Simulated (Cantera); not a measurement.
A perfectly stirred reactor is fed with 33.8 % CO, 2.43 % H2, 11.3 % O2, 42.6 % N2, 9.81 % H2O, equivalence ratio 1.6, at 350000 Pa; it is adiabatic with a 675 K inlet, and is followed from long to short residence time, starting on the burning branch (τ in s: 0.21, 0.085, 0.034, 0.013, 0.0053, 0.0021, 0.00084, 0.00033, 0.00013, 5.2e-05, 2.1e-05, 8.2e-06, 3.3e-06).

Computed with Cantera and GRI-Mech 3.0 (53 species, 325 reactions). The hydrogen kinetics of GRI-Mech 3.0 are dated; newer H2 mechanisms differ, most at raised pressure.

x: mole fraction; the columns are a selection and need not sum to one.

| τ (s) | T (K) | x CO | x H2 | x O2 | x N2O | x NO | x H2O2 | x OH |
|---|---|---|---|---|---|---|---|---|
| 0.21 | 2378 | 0.142 | 0.0126 | 0.000332 | 4.49e-8 | 0.000524 | 2.34e-8 | 0.00161 |
| 0.085 | 2376 | 0.142 | 0.0126 | 0.000394 | 4.72e-8 | 0.000511 | 2.65e-8 | 0.00173 |
| 0.034 | 2371 | 0.142 | 0.0127 | … | … | 0.000485 | … | … |
| 0.013 | 2362 | 0.143 | 0.0127 | 0.000876 | 6.17e-8 | 0.000432 | 4.87e-8 | 0.00248 |
| 0.0053 | 2345 | 0.144 | 0.0129 | … | … | … | … | … |
| 0.0021 | 2315 | 0.146 | 0.0132 | 0.00277 | 9.59e-8 | 0.000265 | 1.16e-7 | 0.00430 |
| 0.00084 | 2266 | 0.150 | 0.0137 | 0.00490 | 1.19e-7 | 0.000178 | 1.80e-7 | 0.00560 |
| 0.00033 | 2191 | 0.155 | 0.0146 | 0.00824 | 1.42e-7 | 0.000113 | 2.79e-7 | 0.00698 |
| 0.00013 | 2087 | 0.162 | 0.0156 | 0.0129 | 1.60e-7 | 7.50e-5 | 4.48e-7 | 0.00806 |
| 5.2e-5 | 1952 | 0.172 | 0.0162 | 0.0190 | 1.74e-7 | 5.25e-5 | 7.79e-7 | 0.00840 |
| 2.1e-5 | 1771 | 0.192 | 0.0150 | 0.0293 | 1.93e-7 | 2.99e-5 | 1.63e-6 | 0.00733 |
| 8.2e-6 | 675 | 0.338 | 0.0243 | 0.113 | <1e-12 | <1e-12 | <1e-12 | <1e-12 |
| 3.3e-6 | 675 | 0.338 | 0.0243 | 0.113 | <1e-12 | <1e-12 | <1e-12 | <1e-12 |

Task: What belongs in the gaps?

Result: 
- 0.034, x O2: 0.000539
- 0.034, x N2O: 5.21e-8
- 0.034, x H2O2: 3.35e-8
- 0.034, x OH: 0.00198
- 0.0053, x O2: 0.00152
- 0.0053, x N2O: 7.59e-8
- 0.0053, x NO: 0.000357
- 0.0053, x H2O2: 7.43e-8
- 0.0053, x OH: 0.00323
